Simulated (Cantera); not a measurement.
An adiabatic, constant-pressure homogeneous reactor starts with CO : H2 : CH4 : O2 : N2 : H2O = 1 : 0.34 : 0.62 : 5.97 : 22.4 : 8.2 (molar parts), equivalence ratio 0.32, at 1550 K and 1.90 bar. Integrator tolerance rtol = 1e-08.

Model: GRI-Mech 3.0 (53 species, 325 reactions), integrated in Cantera.

### Question
What does this change do: O2 5.97 to 3.3 parts?

### Answer
```csv
quantity,before,after
time of steepest temperature rise,89.5 µs,0.159 ms
temperature at 1.00 s,2083 K,2120 K
equilibrium temperature,2081 K,2119 K
x(CO) at 1.00 s,0.000248 (gas-phase equilibrium 0.000243),0.000581 (gas-phase equilibrium 0.000579)
x(H2) at 1.00 s,0.000306 (gas-phase equilibrium 0.000301),0.000704 (gas-phase equilibrium 0.000702)
x(CH4) at 1.00 s,<1e-12 (gas-phase equilibrium <1e-12),<1e-12 (gas-phase equilibrium <1e-12)
x(CH3) at 1.00 s,<1e-12 (gas-phase equilibrium <1e-12),<1e-12 (gas-phase equilibrium <1e-12)
x(H2O) at 1.00 s,0.256 (gas-phase equilibrium 0.256),0.275 (gas-phase equilibrium 0.275)
```

### Question
What does this change do: CO 1 to 1.3 parts?

### Answer
```tsv
quantity	before	after
time of steepest temperature rise	89.5 µs	86.4 µs
temperature at 1.00 s	2083 K	2124 K
equilibrium temperature	2081 K	2123 K
x(CO) at 1.00 s	0.000248 (gas-phase equilibrium 0.000243)	0.000407 (gas-phase equilibrium 0.000404)
x(H2) at 1.00 s	0.000306 (gas-phase equilibrium 0.000301)	0.000412 (gas-phase equilibrium 0.000410)
x(CH4) at 1.00 s	<1e-12 (gas-phase equilibrium <1e-12)	<1e-12 (gas-phase equilibrium <1e-12)
x(CH3) at 1.00 s	<1e-12 (gas-phase equilibrium <1e-12)	<1e-12 (gas-phase equilibrium <1e-12)
x(H2O) at 1.00 s	0.256 (gas-phase equilibrium 0.256)	0.254 (gas-phase equilibrium 0.254)
```

### Question
What does this change do: pressure from 1.90 bar to 10.0 bar?

### Answer
```tsv
quantity	before	after
time of steepest temperature rise	89.5 µs	32.3 µs
temperature at 1.00 s	2083 K	2088 K
equilibrium temperature	2081 K	2088 K
x(CO) at 1.00 s	0.000248 (gas-phase equilibrium 0.000243)	0.000112 (gas-phase equilibrium 0.000112)
x(H2) at 1.00 s	0.000306 (gas-phase equilibrium 0.000301)	0.000138 (gas-phase equilibrium 0.000138)
x(CH4) at 1.00 s	<1e-12 (gas-phase equilibrium <1e-12)	<1e-12 (gas-phase equilibrium <1e-12)
x(CH3) at 1.00 s	<1e-12 (gas-phase equilibrium <1e-12)	<1e-12 (gas-phase equilibrium <1e-12)
x(H2O) at 1.00 s	0.256 (gas-phase equilibrium 0.256)	0.257 (gas-phase equilibrium 0.257)
```
